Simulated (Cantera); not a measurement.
Source: NASA polynomial tables (part measured, part estimated), evaluated in Cantera. Values are per mole of reaction as written; species without (g) are pure solids or liquids, kept so even where they would boil at 1 bar.

2 Ta2O5 + 5 CH3OH(g) = 10 H2O(g) + 5 CO(g) + 4 Ta, with ΔH° = 2126.0 kJ and ΔS° = 1557.6 J/K at 300 K.

Problem. How far is the shortcut ΔG° ≈ ΔH°(300 K) − T·ΔS°(300 K) from the full temperature-dependent value at 573, 723, 873, 1023, 1173, 1323, 1473, 1623, 1773, 1923 K?

Solution. 
| T (K) | shortcut (kJ) | full (kJ) | difference (kJ) | difference in log10 K |
|---|---|---|---|---|
| 573 | 1233.4 | 1228.4 | 5.0 | -0.46 |
| 723 | 999.8 | 992.5 | 7.3 | -0.53 |
| 873 | 766.2 | 759.0 | 7.2 | -0.43 |
| 1023 | 532.5 | 528.1 | 4.4 | -0.23 |
| 1173 | 298.9 | 299.9 | -1.1 | 0.05 |
| 1323 | 65.2 | 74.3 | -9.1 | 0.36 |
| 1473 | -168.4 | -148.9 | -19.5 | 0.69 |
| 1623 | -402.0 | -370.0 | -32.0 | 1.03 |
| 1773 | -635.7 | -589.1 | -46.6 | 1.37 |
| 1923 | -869.3 | -806.3 | -63.0 | 1.71 |
The shortcut ignores the heat-capacity change of the reaction.
